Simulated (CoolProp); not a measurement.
Vapour-liquid equilibrium of n-octane (1) + o-xylene (2) at 498.2 K; x and y are mole fractions of (1).

Model: multi-fluid Helmholtz-energy mixture model, Beckmüller 2019 and Zhou 2012; pair parameters Bell 2016, in CoolProp.

```json
[
 {"x": "0.05", "bubble pressure, mixture model (kPa)": "595.9", "bubble pressure, Raoult's law (kPa)": "593.9", "y, mixture model": "0.071", "y, Raoult's law": "0.072"},
 {"x": "0.125", "bubble pressure, mixture model (kPa)": "619.4", "bubble pressure, Raoult's law (kPa)": "615.0", "y, mixture model": "0.170", "y, Raoult's law": "0.175"},
 {"x": "0.2", "bubble pressure, mixture model (kPa)": "642.3", "bubble pressure, Raoult's law (kPa)": "636.1", "y, mixture model": "0.262", "y, Raoult's law": "0.271"},
 {"x": "0.275", "bubble pressure, mixture model (kPa)": "664.5", "bubble pressure, Raoult's law (kPa)": "657.2", "y, mixture model": "0.347", "y, Raoult's law": "0.360"},
 {"x": "0.35", "bubble pressure, mixture model (kPa)": "686.2", "bubble pressure, Raoult's law (kPa)": "678.3", "y, mixture model": "0.427", "y, Raoult's law": "0.444"},
 {"x": "0.425", "bubble pressure, mixture model (kPa)": "707.5", "bubble pressure, Raoult's law (kPa)": "699.4", "y, mixture model": "0.503", "y, Raoult's law": "0.523"},
 {"x": "0.5", "bubble pressure, mixture model (kPa)": "728.3", "bubble pressure, Raoult's law (kPa)": "720.5", "y, mixture model": "0.575", "y, Raoult's law": "0.598"},
 {"x": "0.575", "bubble pressure, mixture model (kPa)": "748.9", "bubble pressure, Raoult's law (kPa)": "741.6", "y, mixture model": "0.645", "y, Raoult's law": "0.668"},
 {"x": "0.65", "bubble pressure, mixture model (kPa)": "769.1", "bubble pressure, Raoult's law (kPa)": "762.6", "y, mixture model": "0.711", "y, Raoult's law": "0.734"},
 {"x": "0.725", "bubble pressure, mixture model (kPa)": "789.1", "bubble pressure, Raoult's law (kPa)": "783.7", "y, mixture model": "0.776", "y, Raoult's law": "0.797"},
 {"x": "0.8", "bubble pressure, mixture model (kPa)": "808.9", "bubble pressure, Raoult's law (kPa)": "804.8", "y, mixture model": "0.839", "y, Raoult's law": "0.856"},
 {"x": "0.875", "bubble pressure, mixture model (kPa)": "828.5", "bubble pressure, Raoult's law (kPa)": "825.9", "y, mixture model": "0.900", "y, Raoult's law": "0.912"},
 {"x": "0.95", "bubble pressure, mixture model (kPa)": "848.1", "bubble pressure, Raoult's law (kPa)": "847.0", "y, mixture model": "0.960", "y, Raoult's law": "0.966"}
]
```

The largest gap from Raoult's law is +1.2 % in bubble pressure, at x = 0.35. No azeotrope shows between x = 0.05 and 0.95.

Pair parameters are fitted to limited data, so mixtures are less certain than the pure fluids.
